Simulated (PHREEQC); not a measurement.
Solution (20 °C): 0.95 mol HCl and 0.042 mol ZnSO4 per kg of water. Closed to the air; pH follows from the charge balance.

The numbers come from PHREEQC with the ion-association model, wateq4f.dat.

```json
{
 "pH": "0.17",
 "ionic_strength": "0.996 mol/kgw",
 "activity_of_water": "0.968",
 "total_alkalinity": "-950 meq/kg"
}
```

```tsv
species	molality	activity	log γ
Cl-	0.914	0.550	-0.220
H+	0.911	0.678	-0.128
HSO4-	0.0390	0.0244	-0.204
Zn+2	0.0233	0.00486	-0.682
ZnCl+	0.00951	0.00575	-0.219
ZnCl3-	0.00321	0.00194	-0.219
ZnCl4-2	0.00300	0.000514	-0.766
SO4-2	0.00263	0.000411	-0.806
```

This is a speciation only: nothing precipitates in the calculation. Caution: at this ionic strength the ion-association model is outside its range; a Pitzer model would be the better tool where its parameters exist.
